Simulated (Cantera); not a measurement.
A perfectly stirred reactor is fed with CH₄ : CO₂ = 1 : 2.5 (molar parts), at 0.790 bar; it is held at 1550 K, and followed from long to short residence time.

Detailed kinetics in Cantera: GRI-Mech 3.0 (53 species, 325 reactions).

Question: Predict: x(CH₄) at τ = 13.0 s; x(CO₂) at τ = 13.0 s; x(C₂H) at τ = 13.0 s; x(H) at τ = 13.0 s; x(CH₄) at τ = 24.0 ms; x(CO₂) at τ = 24.0 ms; x(C₂H) at τ = 24.0 ms; x(H) at τ = 24.0 ms.

Answer: 
| Quantity | Value |
|---|---|
| x(CH₄) at τ = 13.0 s | 0.0213 |
| x(CO₂) at τ = 13.0 s | 0.191 |
| x(C₂H) at τ = 13.0 s | 5.17e-9 |
| x(H) at τ = 13.0 s | 1.28e-5 |
| x(CH₄) at τ = 24.0 ms | 0.252 |
| x(CO₂) at τ = 24.0 ms | 0.690 |
| x(C₂H) at τ = 24.0 ms | 2.02e-9 |
| x(H) at τ = 24.0 ms | 2.04e-6 |
